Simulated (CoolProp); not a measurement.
C3F8 (R218) along the isobar 1220 kPa: Z from the reference equation and from simpler models built on Tc = 345.0 K, pc = 2640 kPa, ω = 0.317; each cubic takes its own stable root.

Computed with CoolProp (reference Helmholtz-energy equation of state, Lemmon 2006). It is a short technical equation, of lower accuracy than the large ones.

```
T (K)   phase  reference
-----  ------  ---------
228    liquid    0.07339
249.2  liquid    0.07069
270.4  liquid    0.06918
291.6  liquid    0.06916
312.8     gas     0.7077
334       gas     0.7935
355.2     gas     0.8440
376.4     gas     0.8783
397.6     gas     0.9032
418.8     gas     0.9221
440       gas     0.9368
```

Task: How far does each simpler model (Redlich-Kwong, Peng-Robinson) lie from the reference over these 11 states: mean and median of the absolute difference, and the worst?

Result: 
- Redlich-Kwong: mean 5.6 %, median 1.5 %, worst +16.2 % at 291.6 K and 1220 kPa
- Peng-Robinson: mean 3.1 %, median 2.0 %, worst -6.9 % at 228 K and 1220 kPa
